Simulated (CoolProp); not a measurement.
Computed with CoolProp (reference Helmholtz-energy equation of state, Gedanitz 2015).

**Question.** For cyclopentane, give the phase and the speed of sound (m/s), isothermal compressibility (1/MPa), expansivity (1/kK) at 145.75 °C and 0.707 MPa.

**Answer.** 
- 145.75 °C and 0.707 MPa: gas; speed of sound 207, isothermal compressibility 1.62, expansivity 3.51
